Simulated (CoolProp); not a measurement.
Vapour-liquid equilibrium of sulfur dioxide (1) + toluene (2) at 0.0251 MPa; x and y are mole fractions of (1).

Computed with CoolProp (multi-fluid Helmholtz-energy mixture model, Gao 2016 and Lemmon 2006; pair parameters Bell 2016).

Q: Give the bubble temperature and the first vapour's composition at x = 0.05, 0.2, 0.5. Is there an azeotrope?

A: x = 0.05: 308.1 K, y = 0.762; x = 0.2: 270.4 K, y = 0.976; x = 0.5: 247.5 K, y = 0.997. No azeotrope shows between x = 0.05 and 0.95.

The pair parameters rest on a limited set of measurements; away from them the model extrapolates. The gap from Raoult's law changes sign with composition, which may be real or a fault of the pair parameters; it wasn't checked against measurements.
